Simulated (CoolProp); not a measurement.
Vapour-liquid equilibrium of R245fa (1) + isopentane (2) at 0.65 MPa; x and y are mole fractions of (1).

The numbers come from the multi-fluid Helmholtz-energy mixture model, Akasaka 2015 and Lemmon 2006; pair parameters Bell 2016 in CoolProp.

**Question.** Give the bubble temperature and the first vapour's composition at x = 0.05, 0.35, 0.65. Is there an azeotrope?

**Answer.** x = 0.05: 88.1 °C, y = 0.166; x = 0.35: 69.4 °C, y = 0.570; x = 0.65: 66.1 °C, y = 0.686. y crosses x between x = 0.65 and 0.8: the model has an azeotrope there.

The pair parameters rest on a limited set of measurements; away from them the model extrapolates.
